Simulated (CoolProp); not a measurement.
Model: reference Helmholtz-energy equation of state, Bücker 2006, in CoolProp.

Problem. Give the vapour pressure (kPa), vapour density (kg/m³), enthalpy of vaporisation (kJ/kg) of saturated n-butane at 41.85, 92.85 °C.

Solution. 
```csv
T (°C),p (kPa),vapour density (kg/m³),enthalpy of vaporisation (kJ/kg)
41.85,398,9.90,343
92.85,1320,33.6,272
```
